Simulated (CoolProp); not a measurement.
Vapour-liquid equilibrium of R13 (1) + R113 (2) at -15.45 °C; x and y are mole fractions of (1).

Computed with CoolProp (multi-fluid Helmholtz-energy mixture model, Platzer 1990 and Marx 1992; pair parameters Bell 2016). This equation is an older, rougher fit; its heat capacities, sound speeds and derivatives of the liquid may be far off and weren't checked against measurements.

```json
[
 {"x": "0.05", "bubble pressure, mixture model (kPa)": "95.46", "bubble pressure, Raoult's law (kPa)": "71.52", "y, mixture model": "[?]", "y, Raoult's law": "0.911"},
 {"x": "0.15", "bubble pressure, mixture model (kPa)": "257.3", "bubble pressure, Raoult's law (kPa)": "201.1", "y, mixture model": "0.974", "y, Raoult's law": "0.972"},
 {"x": "0.25", "bubble pressure, mixture model (kPa)": "[?]", "bubble pressure, Raoult's law (kPa)": "330.7", "y, mixture model": "0.984", "y, Raoult's law": "0.985"},
 {"x": "0.35", "bubble pressure, mixture model (kPa)": "531.1", "bubble pressure, Raoult's law (kPa)": "460.2", "y, mixture model": "0.988", "y, Raoult's law": "0.990"},
 {"x": "0.45", "bubble pressure, mixture model (kPa)": "649.6", "bubble pressure, Raoult's law (kPa)": "589.8", "y, mixture model": "0.991", "y, Raoult's law": "0.994"},
 {"x": "0.55", "bubble pressure, mixture model (kPa)": "[?]", "bubble pressure, Raoult's law (kPa)": "719.4", "y, mixture model": "[?]", "y, Raoult's law": "0.996"},
 {"x": "0.65", "bubble pressure, mixture model (kPa)": "866.4", "bubble pressure, Raoult's law (kPa)": "848.9", "y, mixture model": "0.994", "y, Raoult's law": "0.997"},
 {"x": "0.75", "bubble pressure, mixture model (kPa)": "973.1", "bubble pressure, Raoult's law (kPa)": "978.5", "y, mixture model": "0.995", "y, Raoult's law": "0.998"},
 {"x": "0.85", "bubble pressure, mixture model (kPa)": "1087", "bubble pressure, Raoult's law (kPa)": "1108", "y, mixture model": "0.997", "y, Raoult's law": "0.999"},
 {"x": "0.95", "bubble pressure, mixture model (kPa)": "1221", "bubble pressure, Raoult's law (kPa)": "1238", "y, mixture model": "0.999", "y, Raoult's law": "1.000"}
]
```

Question: Fill in the missing entries.

Answer: 
- 0.05, y, mixture model: 0.929
- 0.25, bubble pressure, mixture model (kPa): 401.4
- 0.55, bubble pressure, mixture model (kPa): 760.1
- 0.55, y, mixture model: 0.993

The largest gap from Raoult's law is +33.5 % in bubble pressure, at x = 0.05. No azeotrope shows between x = 0.05 and 0.95.

The pair parameters rest on a limited set of measurements; away from them the model extrapolates. The gap from Raoult's law changes sign with composition, which may be real or a fault of the pair parameters; it wasn't checked against measurements.
